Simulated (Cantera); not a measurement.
A Cantera script and its output.

```python
import numpy as np
import cantera as ct

gas = ct.Solution("gri30.yaml")
gas.TPX = 1950, 38, {'C2H6': 0.54, 'N2': 1.3}
inlet = ct.Reservoir(gas, clone=True)

reactor = ct.IdealGasConstPressureReactor(gas, energy="off", clone=False)
exhaust = ct.Reservoir(gas, clone=True)
tau = [10, 4.9, 2.4, 1.2, 0.58, 0.29, 0.14, 0.07, 0.034, 0.017, 0.0083][0]
for a, b in ((inlet, reactor), (reactor, exhaust)):
    ct.MassFlowController(a, b, mdot=lambda t: reactor.mass / tau)
net = ct.ReactorNet([reactor])
show = ['C2H6', 'H', 'C2H2', 'CH3', 'C2H4', 'C2H']

rows = []
print(f"{'tau/s':>10s}{'T/K':>9s}" + "".join(f"{s:>11s}" for s in show))
for tau in [10, 4.9, 2.4, 1.2, 0.58, 0.29, 0.14, 0.07, 0.034, 0.017, 0.0083]:
    net.initial_time = 0.0
    net.advance(30 * tau)
    before = gas.X
    net.advance(40 * tau)
    drift = np.max(np.abs(gas.X - before) / (gas.X + 1e-9))
    rows.append([gas.T, *gas[show].X, drift])
    print(f"{tau:10.3e}{gas.T:9.1f}" + "".join(f"{x:11.3e}" for x in gas[show].X))
```

Result:

```
     tau/s      T/K       C2H6          H       C2H2        CH3       C2H4        C2H
 1.000e+01   1950.0  2.509e-05  4.689e-03  1.801e-01  2.474e-03  1.966e-04  3.744e-05
 4.900e+00   1950.0  5.146e-05  4.699e-03  1.782e-01  3.637e-03  3.937e-04  3.774e-05
 2.400e+00   1950.0  1.047e-04  4.811e-03  1.755e-01  5.342e-03  7.682e-04  3.893e-05
 1.200e+00   1950.0  2.074e-04  4.999e-03  1.717e-01  7.754e-03  1.436e-03  4.082e-05
 5.800e-01   1950.0  4.232e-04  5.263e-03  1.662e-01  1.144e-02  2.701e-03  4.344e-05
 2.900e-01   1950.0  8.335e-04  5.553e-03  1.590e-01  1.651e-02  4.818e-03  4.633e-05
 1.400e-01   1950.0  1.700e-03  5.863e-03  1.483e-01  2.410e-02  8.618e-03  4.938e-05
 7.000e-02   1950.0  3.358e-03  6.117e-03  1.344e-01  3.420e-02  1.453e-02  5.158e-05
 3.400e-02   1950.0  6.853e-03  6.270e-03  1.148e-01  4.849e-02  2.396e-02  5.182e-05
 1.700e-02   1950.0  1.362e-02  6.222e-03  9.035e-02  6.635e-02  3.626e-02  4.821e-05
 8.300e-03   1950.0  2.757e-02  5.863e-03  6.031e-02  8.833e-02  4.972e-02  3.854e-05
```

Cantera simulation using GRI-Mech 3.0 (53 species, 325 reactions); the numbers are that mechanism's predictions, not measurements. GRI-Mech 3.0 stops at C3 and has no aromatics, soot or wall deposition, so with more carbon than oxygen in the feed, carbon stays in small species such as C2H2 where larger ones or solid carbon would form. Radical loss at walls, strong at low pressure, is not modelled.
